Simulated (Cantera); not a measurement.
A Cantera script and what it prints.

```python
import numpy as np
import cantera as ct

gas_names = """
    C CN CO CO2 C2 CCN CNC C2N2 C2O C3 C3O2 C4 C4N2 C5 Cu CuO Cu2 N NCO NO NO2 NO3 N2 N2O O O2 O3
""".split()
cond_names = """
    C(gr) Cu(cr) Cu(L) CuO(s) Cu2O(s) Cu2O(L)
""".split()


# ... load() reads the species with a 1 bar reference pressure and builds the phases ...
atoms = {
    'Cu2O': {'Cu': 2, 'O': 1},
    'CO': {'C': 1, 'O': 1},
    'N2': {'N': 2},
}
top_T = {'C(gr)': 4500, 'CuO(s)': 1390}  # K; cautious upper limits of use, not melting points


# ... equilibrate(T, P, feed) seeds the gas with the atoms and calls Mixture.equilibrate('TP', solver="vcs", rtol=1e-11, max_steps=5000) ...
results = []
feed = {'Cu2O': 1, 'CO': 16, 'N2': 0.43}  # mol
T = 2375  # K
for P in [10, 68, 460, 3200, 22000, 150000, 1000000]:
    mix = equilibrate(T, P, feed)
    results.append((T, P, feed, dict(zip(mix.species_names, mix.species_moles))))
    x = sorted(zip(gas.X, gas.species_names), reverse=True)
    print(f"T = {T:g} K  P = {P:g} Pa  gas = {mix.phase_moles(0):.4g} mol")
    print("   x: " + "  ".join(f"{s} {v:.3e}" for v, s in x if v > 1e-06))
    print("   condensed (mol): " + ("  ".join(f"{mix.phase(i).name} {mix.phase_moles(i):.4g}"
          for i in range(1, mix.n_phases) if mix.phase_moles(i) > 1e-12) or "none"))
```

Result:

```
T = 2375 K  P = 10 Pa  gas = 19.05 mol
   x: CO 8.217e-01  Cu 1.050e-01  O 3.075e-02  N2 2.244e-02  CO2 1.818e-02  O2 1.646e-03  NO 2.726e-04  CuO 3.342e-06  N 1.295e-06
   condensed (mol): none
T = 2375 K  P = 68 Pa  gas = 18.65 mol
   x: CO 8.174e-01  Cu 1.073e-01  CO2 4.074e-02  N2 2.294e-02  O 1.019e-02  O2 1.229e-03  NO 2.382e-04  CuO 7.694e-06  Cu2 1.161e-06
   condensed (mol): none
T = 2375 K  P = 460 Pa  gas = 18.47 mol
   x: CO 8.147e-01  Cu 1.082e-01  CO2 5.151e-02  N2 2.322e-02  O 1.911e-03  O2 2.925e-04  NO 1.169e-04  CuO 9.852e-06  Cu2 7.997e-06
   condensed (mol): none
T = 2375 K  P = 3200 Pa  gas = 18.44 mol
   x: CO 8.141e-01  Cu 1.084e-01  CO2 5.381e-02  N2 2.330e-02  O 2.872e-04  Cu2 5.575e-05  NO 4.641e-05  O2 4.595e-05  CuO 1.031e-05
   condensed (mol): none
T = 2375 K  P = 22000 Pa  gas = 18.42 mol
   x: CO 8.142e-01  Cu 1.078e-01  CO2 5.419e-02  N2 2.333e-02  Cu2 3.792e-04  O 4.206e-05  NO 1.783e-05  CuO 1.033e-05  O2 6.777e-06
   condensed (mol): none
T = 2375 K  P = 150000 Pa  gas = 17.36 mol
   x: CO 8.640e-01  CO2 5.758e-02  Cu 5.306e-02  N2 2.476e-02  Cu2 6.265e-04  NO 7.046e-06  O 6.177e-06  CuO 5.089e-06
   condensed (mol): Cu(L) 1.057
T = 2375 K  P = 1e+06 Pa  gas = 16.56 mol
   x: CO 9.056e-01  CO2 6.037e-02  N2 2.596e-02  Cu 7.959e-03  Cu2 9.397e-05  NO 2.795e-06
   condensed (mol): Cu(L) 1.865
```

Cantera equilibrium calculation (NASA polynomials, part measured and part estimated; ideal gas, pure solids and liquids).
